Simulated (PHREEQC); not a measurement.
Dissolve 0.016 mol H2SO4, 0.038 mol MnSO4 and 0.11 mol MgSO4 per kg of water at 20 °C. Closed to the air; pH follows from the charge balance.

All values are PHREEQC results (ion-association model, phreeqc.dat), not measurements.

No solid was allowed to form.

Question: Order these S species by the share of S that they hold, largest first: MgSO4, SO4-2, HSO4-, MnSO4.

Answer: SO4-2 (43 %), MgSO4 (35 %), HSO4- (12 %), MnSO4 (10 %)

The pH is 2.02 and the ionic strength 0.306 mol/kgw. Species that the database lacks are ignored.
